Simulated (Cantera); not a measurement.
Catalytic combustion on Pt

An isothermal plug-flow reactor at 550 K and 0.454 atm (inlet), inlet velocity 2.7 m/s, active area per volume 640 1/m; feed 2.84 % H₂, 7.28 % O₂, 89.9 % N₂.

Computed with Cantera and Deutschmann's 1995 Pt surface mechanism with GRI-Mech 3.0 gas chemistry. Catalytic surfaces can have several steady states; this one follows from the mechanism file's or the stated starting coverage. Mass transfer to the wall is taken as infinitely fast.

```
z (m)        x H₂    x O₂   x H₂O  θ free Pt   θ O*    θ OH*
-------  --------  ------  ------  ---------  -----  -------
0.00087   0.00569  0.0621  0.0231      0.143  0.831   0.0263
0.0017    0.00314  0.0609  0.0257     0.0803  0.898   0.0211
0.0032    0.00172  0.0602  0.0271     0.0445  0.939   0.0164
0.0062   0.000902  0.0599  0.0279     0.0235  0.964   0.0121
0.012    0.000468  0.0597  0.0284     0.0122  0.979  0.00888
0.023    0.000244  0.0595  0.0286    0.00640  0.987  0.00647
0.045    0.000124  0.0595  0.0287    0.00329  0.992  0.00466
0.087     6.37e-5  0.0595  0.0288    0.00174  0.995  0.00339
```
x: gas mole fraction; θ: surface coverage.
